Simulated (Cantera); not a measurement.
A closed system holds: 1 mol Fe3O4, 1.3 mol CH4, 1.1 mol N2.

Cantera equilibrium calculation (NASA polynomials, part measured and part estimated; ideal gas, pure solids and liquids). Candidate condensed phases: C, C6H6, C7H8, C8H18, Fe, Fe(CO)5, FeO, Fe(OH)2, Fe(OH)3, Fe2O3, Fe3O4, H2O; 140 gas species. Each liquid is taken as pure. Mutual solubility and eutectic melting of coexisting phases are not modelled. The tables' stoichiometric FeO is somewhat more stable than real wüstite, so its field is too wide. FeO: taken at fixed stoichiometry. Rates play no part.

What condenses at these points (T in K, P in Pa): (1873, 10); (1873, 32); (1123, 320000); (1573, 3200); (2173, 100); (2173, 10)?


```csv
T (K),P in Pa,condensed phases,Fe condensed (%)
1873,10,FeO,30.8
1873,32,FeO,54.7
1123,320000,Fe + FeO,100.0
1573,3200,Fe + FeO,100.0
2173,100,gas only,0.0
2173,10,gas only,0.0
```
